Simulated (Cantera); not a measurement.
A Cantera script and what it prints.

```python
import numpy as np
import cantera as ct

gas_names = """
    AL ALN AL2 N N2
""".split()
cond_names = """
    AL(cr) AL(L) ALN(s)
""".split()


def load(file, names, dense=False):
    # The tables refer to 1 bar. Condensed volumes are neglected.
    table = {s.name: s for s in ct.Species.list_from_file(file)}
    out = []
    for n in names:
        d = dict(table[n].input_data)
        d["thermo"] = dict(d["thermo"], **{"reference-pressure": 1e5})
        if dense:
            d["equation-of-state"] = {"model": "constant-volume", "density": "1e6 g/cm^3"}
        out.append(ct.Species.from_dict(d))
    return out


gas = ct.Solution(thermo="ideal-gas", species=load("nasa_gas.yaml", gas_names))
cond = {s.name: ct.Solution(thermo="fixed-stoichiometry", species=[s], name=s.name)
        for s in load("nasa_condensed.yaml", cond_names, dense=True)}
atoms = {
    'AlN': {'AL': 1, 'N': 1},
    'N2': {'N': 2},
}
top_T = {'ALN(s)': 2750}  # K; cautious upper limits of use, not melting points


def equilibrate(T, P, feed):
    n = {}
    for name, mol in feed.items():
        for a, k in atoms[name].items():
            n[a] = n.get(a, 0.0) + k * mol
    gas.TPX = T, P, n
    mass = sum(n.values()) * gas.mean_molecular_weight
    gas.equilibrate("TP")
    valid = [c for c in cond.values() if c.min_temp <= T <= top_T.get(c.name, c.max_temp)]
    mix = ct.Mixture([(gas, mass / gas.mean_molecular_weight)] + [(c, 0.0) for c in valid])
    mix.T, mix.P = T, P
    mix.equilibrate("TP", solver="vcs", rtol=1e-11, max_steps=5000)
    return mix


results = []
feed = {'AlN': 1, 'N2': 0.18}  # mol
T = 1573.15  # K
P = 22  # Pa
mix = equilibrate(T, P, feed)
results.append((T, P, feed, dict(zip(mix.species_names, mix.species_moles))))
print(gas.report(threshold=1e-06))
for i in range(1, mix.n_phases):
    print(f"{mix.phase(i).name:16s} {mix.phase_moles(i):12.5e} mol")
```

Result:

```
       temperature   1573.2 K
          pressure   22 Pa
           density   4.7118e-05 kg/m^3
  mean mol. weight   28.014 kg/kmol
   phase of matter   gas

                          1 kg             1 kmol
                     ---------------   ---------------
          enthalpy         1.463e+06        4.0984e+07  J
   internal energy         9.961e+05        2.7905e+07  J
           entropy             11193        3.1355e+05  J/K
    Gibbs function       -1.6145e+07       -4.5227e+08  J
 heat capacity c_p              1249             34991  J/K
 heat capacity c_v            952.25             26676  J/K

                      mass frac. Y      mole frac. X     chem. pot. / RT
                     ---------------   ---------------   ---------------
                AL         0.0001959         0.0002034           -13.662
                N2            0.9998            0.9998           -34.582
     [   +3 minor]         1.023e-10        7.1175e-11

AL(L)             0.00000e+00 mol
ALN(s)            9.99963e-01 mol
```

Method: chemical equilibrium by Gibbs-energy minimisation in Cantera with the NASA 1993 tables (ideal gas, pure condensed phases).
